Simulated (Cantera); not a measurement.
Charge: 1 mol B2O3, a varied amount of HF, equilibrated at 0.000480 bar.

Cantera equilibrium calculation (NASA polynomials, part measured and part estimated; ideal gas, pure solids and liquids). Candidate condensed phases: B, B2O3, B3O3H3, H2O; 43 gas species. The tables' values for BF2 are old estimates. The numbers say what is thermodynamically allowed, not how fast it happens.

Stable condensed phases, one row left out:

```
T in K \ n(HF) in mol
         1.8 3.6 5.5 7.3 9.2  11  13  15  17  18  20  22
   1423    A   A   A   A   A   A   A   A   A   A   A   A
   1373    B   A   A   A   A   A   A   A   A   A   A   A
   1323    B   A   A   A   A   A   A   A   A   A   A   A
   1273    B   B   A   A   A   A   A   A   A   A   A   A
   1173    B   B   B   B   A   A   A   A   A   A   A   A
   1123    B   B   B   B   A   A   A   A   A   A   A   A
   1073    B   B   B   B   B   A   A   A   A   A   A   A
   1023    B   B   B   B   A   A   A   A   A   A   A   A
    973    B   B   B   B   A   A   A   A   A   A   A   A
    923    B   B   B   B   A   A   A   A   A   A   A   A
    873    B   B   B   B   A   A   A   A   A   A   A   A
    823    B   B   B   B   A   A   A   A   A   A   A   A
```

A: gas only; B: B2O3.

Problem. Give the row for 1223 K.

Solution. 1.8: B2O3; 3.6: B2O3; 5.5: B2O3; 7.3: gas only; 9.2: gas only; 11: gas only; 13: gas only; 15: gas only; 17: gas only; 18: gas only; 20: gas only; 22: gas only.
